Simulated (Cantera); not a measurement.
A Cantera script and what it prints.

```python
import numpy as np
import cantera as ct

gas_names = """
    C CH CH2 CH3 CH4 C2 C2H C2H2,acetylene C2H2,vinylidene C2H3,vinyl C2H4 C2H5 C2H6 C3 C3H3,propargyl
    C3H4,allene C3H4,propyne C3H4,cyclo- C3H5,allyl C3H6,propylene C3H6,cyclo- C3H7,n-propyl
    C3H7,i-propyl C3H8 C4 C4H2 C4H4,1,3-cyclo- C4H6,butadiene C4H6,2-butyne C4H6,cyclo- C4H8,1-butene
    C4H8,cis2-buten C4H8,tr2-butene C4H8,isobutene C4H8,cyclo- C4H9,n-butyl C4H9,i-butyl C4H9,s-butyl
    C4H9,t-butyl C4H10,isobutane C4H10,n-butane C5 C5H6,1,3cyclo- C5H8,cyclo- C5H10,1-pentene
    C5H10,cyclo- C5H11,pentyl C5H11,t-pentyl C5H12,n-pentane C5H12,i-pentane CH3C(CH3)2CH3 C6H2
    C6H5,phenyl C6H6 C6H10,cyclo- C6H12,1-hexene C6H12,cyclo- C6H13,n-hexyl C7H7,benzyl C7H8
    C7H14,1-heptene C7H15,n-heptyl C7H16,n-heptane C8H8,styrene C8H10,ethylbenz C8H16,1-octene
    C8H17,n-octyl C8H18,isooctane C8H18,n-octane C9H19,n-nonyl C10H8,naphthale C10H21,n-decyl
    C12H9,o-bipheny C12H10,bipheny H H2 Si SiC SiC2 SiC4H12 SiH SiH2 SiH3 SiH4 Si2 Si2C Si3
""".split()
cond_names = """
    C(gr) C6H6(L) C7H8(L) C8H18(L),n-octa Si(cr) Si(L) SiC(b)
""".split()


def load(file, names, dense=False):
    # The tables refer to 1 bar. Condensed volumes are neglected.
    table = {s.name: s for s in ct.Species.list_from_file(file)}
    out = []
    for n in names:
        d = dict(table[n].input_data)
        d["thermo"] = dict(d["thermo"], **{"reference-pressure": 1e5})
        if dense:
            d["equation-of-state"] = {"model": "constant-volume", "density": "1e6 g/cm^3"}
        out.append(ct.Species.from_dict(d))
    return out


gas = ct.Solution(thermo="ideal-gas", species=load("nasa_gas.yaml", gas_names))
cond = {s.name: ct.Solution(thermo="fixed-stoichiometry", species=[s], name=s.name)
        for s in load("nasa_condensed.yaml", cond_names, dense=True)}
atoms = {
    'SiC': {'Si': 1, 'C': 1},
    'H2': {'H': 2},
}
top_T = {'C(gr)': 4500, 'SiC(b)': 3050}  # K; cautious upper limits of use, not melting points


def equilibrate(T, P, feed):
    n = {}
    for name, mol in feed.items():
        for a, k in atoms[name].items():
            n[a] = n.get(a, 0.0) + k * mol
    gas.TPX = T, P, n
    mass = sum(n.values()) * gas.mean_molecular_weight
    gas.equilibrate("TP")
    valid = [c for c in cond.values() if c.min_temp <= T <= top_T.get(c.name, c.max_temp)]
    mix = ct.Mixture([(gas, mass / gas.mean_molecular_weight)] + [(c, 0.0) for c in valid])
    mix.T, mix.P = T, P
    mix.equilibrate("TP", solver="vcs", rtol=1e-11, max_steps=5000)
    return mix


results = []
feed = {'SiC': 1, 'H2': 0.093}  # mol
T = 2175  # K
for P in [1, 10, 100, 1000, 10000, 100000, 1000000]:
    mix = equilibrate(T, P, feed)
    results.append((T, P, feed, dict(zip(mix.species_names, mix.species_moles))))

top = {s: max(r[3][s] / sum(r[3][g] for g in gas_names) for r in results) for s in gas_names}
cols = sorted((s for s in top if top[s] > 0.001), key=lambda s: -top[s])[:8]
seen = [c for c in cond_names if any(r[3].get(c, 0) > 1e-12 for r in results)]
print("log10 of partial pressures in bar; condensed amounts in mol")
print(f"{'P/Pa':>10s}" + "".join(f"{s[:9]:>10s}" for s in cols + seen))
for T, P, feed, n in results:
    ng = sum(n[g] for g in gas_names)
    print(f"{P:10.4g}" + "".join(f"{np.log10(max(n[s] / ng * P / 1e5, 1e-99)):10.3f}" for s in cols)
          + "".join(f"{n.get(c, 0):10.4g}" for c in seen))
```

Result:

```
log10 of partial pressures in bar; condensed amounts in mol
      P/Pa        H2        Si         H      SiC2      Si2C C2H2,acet     C(gr)    SiC(b)
         1    -7.068    -5.114    -5.846    -6.173    -6.954    -9.720      0.83         0
        10    -4.429    -4.543    -4.526    -5.602    -5.812    -7.080   0.04926    0.9388
       100    -3.084    -4.543    -3.853    -5.602    -5.812    -5.735  0.002539    0.9964
      1000    -2.024    -4.492    -3.323    -5.653    -5.761    -4.777         0    0.9996
     1e+04    -1.007    -4.181    -2.815    -5.964    -5.450    -4.383         0    0.9999
     1e+05    -0.002    -3.904    -2.313    -6.240    -5.174    -3.930         0         1
     1e+06     0.999    -3.553    -1.812    -6.592    -4.822    -3.633         0         1
```

Cantera equilibrium calculation (NASA polynomials, part measured and part estimated; ideal gas, pure solids and liquids). Gases not in the tables: Si2H6 and higher silanes.
